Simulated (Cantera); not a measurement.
What does this Cantera script print?

```python
import numpy as np
import cantera as ct

gas = ct.Solution("gri30.yaml", transport_model="multicomponent")
show = ['NO', 'H', 'N2']

rows = []
print(f"{'T/K':>7s}{'rho':>11s}{'cp':>10s}{'mu':>11s}{'lambda':>11s}{'Pr':>7s}" + "".join(f"{'D_' + s:>11s}" for s in show))
for T in [400, 650, 900, 1150, 1400, 1650]:
    gas.TPX = T, 20000, {'NO': 0.87}
    Pr = gas.cp_mass * gas.viscosity / gas.thermal_conductivity
    D = [gas.mix_diff_coeffs_mole[gas.species_index(s)] for s in show]
    rows.append([gas.density, gas.cp_mass, gas.viscosity, gas.thermal_conductivity, Pr, *D])
    print(f"{T:7g}{gas.density:11.4e}{gas.cp_mass:10.1f}{gas.viscosity:11.4e}"
          f"{gas.thermal_conductivity:11.4e}{Pr:7.3f}" + "".join(f"{d:11.4e}" for d in D))
print("SI units: kg/m3, J/kg/K, Pa s, W/m/K, m2/s")
```

Output:

```
    T/K        rho        cp         mu     lambda     Pr       D_NO        D_H       D_N2
    400 1.8044e-01     998.6 2.3120e-05 3.2481e-02  0.711-6.7597e-02 1.0290e-03 1.7162e-04
    650 1.1104e-01    1054.2 3.2312e-05 4.8111e-02  0.708-1.5846e-01 2.3743e-03 3.9237e-04
    900 8.0198e-02    1113.9 4.0086e-05 6.3114e-02  0.707-2.7631e-01 4.1121e-03 6.7717e-04
   1150 6.2763e-02    1153.1 4.7043e-05 7.6724e-02  0.707-4.1785e-01 6.1969e-03 1.0188e-03
   1400 5.1556e-02    1181.0 5.3449e-05 8.9329e-02  0.707-5.8098e-01 8.5996e-03 1.4126e-03
   1650 4.3744e-02    1202.5 5.9446e-05 1.0120e-01  0.706-7.6423e-01 1.1299e-02 1.8551e-03
SI units: kg/m3, J/kg/K, Pa s, W/m/K, m2/s
```

Model: GRI-Mech 3.0 (53 species, 325 reactions), integrated in Cantera. The composition is frozen, though it would react at the higher temperatures.
